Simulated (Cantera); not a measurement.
Input (Python, Cantera) and output of one run.

```python
import numpy as np
import cantera as ct

gas_names = """
    CL CL2 H HCL H2 Si SiCL SiCL2 SiCL3 SiCL4 SiH SiHCL3 SiH2 SiH2CL2 SiH3 SiH3CL SiH4 Si2 Si3
""".split()
cond_names = """
    Si(cr) Si(L)
""".split()


def load(file, names, dense=False):
    # The tables refer to 1 bar. Condensed volumes are neglected.
    table = {s.name: s for s in ct.Species.list_from_file(file)}
    out = []
    for n in names:
        d = dict(table[n].input_data)
        d["thermo"] = dict(d["thermo"], **{"reference-pressure": 1e5})
        if dense:
            d["equation-of-state"] = {"model": "constant-volume", "density": "1e6 g/cm^3"}
        out.append(ct.Species.from_dict(d))
    return out


gas = ct.Solution(thermo="ideal-gas", species=load("nasa_gas.yaml", gas_names))
cond = {s.name: ct.Solution(thermo="fixed-stoichiometry", species=[s], name=s.name)
        for s in load("nasa_condensed.yaml", cond_names, dense=True)}
atoms = {
    'SiCl4': {'Si': 1, 'CL': 4},
    'HCl': {'H': 1, 'CL': 1},
    'H2': {'H': 2},
}
top_T = {}  # K; cautious upper limits of use, not melting points


def equilibrate(T, P, feed):
    n = {}
    for name, mol in feed.items():
        for a, k in atoms[name].items():
            n[a] = n.get(a, 0.0) + k * mol
    gas.TPX = T, P, n
    mass = sum(n.values()) * gas.mean_molecular_weight
    gas.equilibrate("TP")
    valid = [c for c in cond.values() if c.min_temp <= T <= top_T.get(c.name, c.max_temp)]
    mix = ct.Mixture([(gas, mass / gas.mean_molecular_weight)] + [(c, 0.0) for c in valid])
    mix.T, mix.P = T, P
    mix.equilibrate("TP", solver="vcs", rtol=1e-11, max_steps=5000)
    return mix


results = []
feed = {'SiCl4': 1, 'HCl': 0.93, 'H2': 1.1}  # mol
T = 525  # K
P = 101325  # Pa
mix = equilibrate(T, P, feed)
results.append((T, P, feed, dict(zip(mix.species_names, mix.species_moles))))
x = sorted(zip(gas.X, gas.species_names), reverse=True)
print(f"T = {T:g} K  P = {P:g} Pa  gas = {mix.phase_moles(0):.4g} mol")
print("   x: " + "  ".join(f"{s} {v:.3e}" for v, s in x if v > 0.0001))
print("   condensed (mol): " + ("  ".join(f"{mix.phase(i).name} {mix.phase_moles(i):.4g}"
      for i in range(1, mix.n_phases) if mix.phase_moles(i) > 1e-12) or "none"))
```

Result:

```
T = 525 K  P = 101325 Pa  gas = 3.03 mol
   x: H2 3.630e-01  SiCL4 3.300e-01  HCL 3.069e-01
   condensed (mol): none
```

These are equilibrium values from Cantera (NASA tables, ideal gas, pure condensed phases), not measurements of a reactor.
